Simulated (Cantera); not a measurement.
# Catalytic combustion on Pt

An isothermal plug-flow reactor at 698 K and 1.00 bar (inlet), inlet velocity 0.35 m/s, active area per volume 2100 1/m; feed H2 : O2 : N2 = 0.0058 : 0.14 : 0.79 (molar parts).

Detailed kinetics in Cantera: Deutschmann's 1995 Pt surface mechanism with GRI-Mech 3.0 gas chemistry. Catalytic surfaces can have several steady states; this one follows from the mechanism file's or the stated starting coverage. Mass transfer to the wall is taken as infinitely fast.

| z (m) | x H2 | x O2 | x H2O | θ free Pt | θ O* | θ OH* |
|---|---|---|---|---|---|---|
| 0.00023 | 0.00140 | 0.148 | 0.00481 | 0.0187 | 0.979 | 0.00196 |
| 0.00045 | 0.000752 | 0.147 | 0.00546 | 0.0120 | 0.986 | 0.00164 |
| 0.00087 | 0.000340 | 0.147 | 0.00588 | 0.00846 | 0.990 | 0.00140 |
| 0.0017 | 0.000105 | 0.147 | 0.00611 | 0.00678 | 0.992 | 0.00127 |
| 0.0032 | 1.65e-5 | 0.147 | 0.00620 | 0.00624 | 0.993 | 0.00123 |
| 0.0062 | 4.74e-7 | 0.147 | 0.00622 | 0.00614 | 0.993 | 0.00122 |
| 0.012 | 5.12e-10 | 0.147 | 0.00622 | 0.00614 | 0.993 | 0.00122 |
| 0.023 | <1e-12 | 0.147 | 0.00622 | 0.00614 | 0.993 | 0.00122 |
x: gas mole fraction; θ: surface coverage.
